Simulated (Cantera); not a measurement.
An isothermal, constant-pressure homogeneous reactor starts with H₂ : O₂ = 0.08 : 1 (molar parts), equivalence ratio 0.040, at 1425 K and 4.50 Torr.

Computed with Cantera and the H2/O2 subset of GRI-Mech 3.0, which has no nitrogen chemistry. Radical loss at walls, strong at low pressure, is not modelled. The temperature is held fixed by assumption; the heat of reaction is taken as removed at once.

x: mole fraction; the columns are a selection and need not sum to one.

```
t (s)         x H₂   x O₂       x H      x O     x OH
--------  --------  -----  --------  -------  -------
3.00e-5     0.0741  0.926   2.33e-8  8.31e-9  8.03e-9
6.31e-5     0.0741  0.926   4.28e-8  3.06e-8  2.86e-8
0.000133    0.0741  0.926   9.14e-8  1.12e-7  9.96e-8
0.000279    0.0741  0.926   3.22e-7  5.29e-7  4.50e-7
0.000588    0.0741  0.926   3.49e-6  6.29e-6  5.27e-6
0.00124     0.0722  0.925         ?        ?        ?
0.00260    0.00283  0.867    0.0123   0.0474   0.0101
0.00548    0.00173  0.866    0.0110   0.0503  0.00875
0.0115     0.00170  0.867    0.0107   0.0493  0.00868
0.0242     0.00164  0.869    0.0101   0.0472  0.00854
0.0510     0.00151  0.874   0.00881   0.0431  0.00823
0.107            ?  0.882         ?        ?  0.00762
0.226     0.000924  0.894   0.00395   0.0250  0.00650
0.475     0.000502  0.907   0.00152   0.0132  0.00483
1.00      0.000195  0.917  0.000360  0.00503  0.00302
```

### Question
What belongs in the gaps?

### Answer

- 0.00124, x H: 0.000451
- 0.00124, x O: 0.000823
- 0.00124, x OH: 0.000680
- 0.107, x H₂: 0.00129
- 0.107, x H: 0.00672
- 0.107, x O: 0.0358
